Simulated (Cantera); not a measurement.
## Thermodynamics of silicon carbide growth, feed (CH₃)₂SiCl₂ + C₂H₄ + H₂

A closed system holds: 1 mol (CH₃)₂SiCl₂, 0.63 mol C₂H₄, 1 mol H₂, at 950 K.

Equilibrium computed with Cantera from the NASA thermochemical tables; the gas is ideal and each condensed phase is pure. Candidate condensed phases: C, C₆H₆, C₇H₈, C₈H₁₈, Si, SiC; 109 gas species. The feed counts by its element totals alone. The tables' values for SiCl₃ are old estimates; treat these amounts as uncertain. Rates play no part.

```csv
P (Pa),log p H₂,log p HCl,log p CH₄,log p SiCl₄,log p SiHCl₃,log p SiCl₃,log p SiH₂Cl₂,log p SiCl₂,n C(graphite),n SiC(s)
100,-3.12,-3.66,-7.02,-4.57,-6.37,-6.86,-9.16,-7.63,2.43,0.831
270,-2.68,-3.30,-6.13,-4.01,-5.73,-6.44,-8.44,-7.35,2.48,0.778
720,-2.24,-2.95,-5.26,-3.50,-5.12,-6.06,-7.74,-7.09,2.53,0.729
1900,-1.81,-2.62,-4.39,-3.01,-4.54,-5.69,-7.07,-6.85,2.56,0.687
5200,-1.36,-2.27,-3.50,-2.52,-3.95,-5.33,-6.38,-6.60,2.58,0.648
14000,-0.93,-1.94,-2.64,-2.05,-3.38,-4.97,-5.71,-6.37,2.55,0.615
37000,-0.52,-1.62,-1.81,-1.59,-2.83,-4.63,-5.07,-6.14,2.44,0.586
100000,-0.11,-1.29,-1.01,-1.11,-2.27,-4.27,-4.42,-5.90,2.18,0.560
```
log p: log10 of the partial pressure in bar; n: condensed amount in mol.

From 100 Pa to 100000 Pa the condensed part is C(graphite) + SiC(s). The main Si-bearing gas is SiCl₄ throughout. The share of Si in condensed phases is highest at 100 Pa (83.1 %) and lowest at 100000 Pa (56.0 %).
